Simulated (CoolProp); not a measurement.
Vapour-liquid equilibrium of neopentane (1) + n-pentane (2) at 365.2 K; x and y are mole fractions of (1).

Values from CoolProp's multi-fluid Helmholtz-energy mixture model, Lemmon 2006 and Thol 2019; pair parameters Bell 2016.

Problem. Give the bubble pressure and the first vapour's composition at x = 0.35, 0.65, 0.85. Is there an azeotrope?

Solution. x = 0.35: 6.512 bar, y = 0.480; x = 0.65: 7.882 bar, y = 0.756; x = 0.85: 8.814 bar, y = 0.902. No azeotrope shows between x = 0.05 and 0.95.

The pair parameters rest on a limited set of measurements; away from them the model extrapolates.
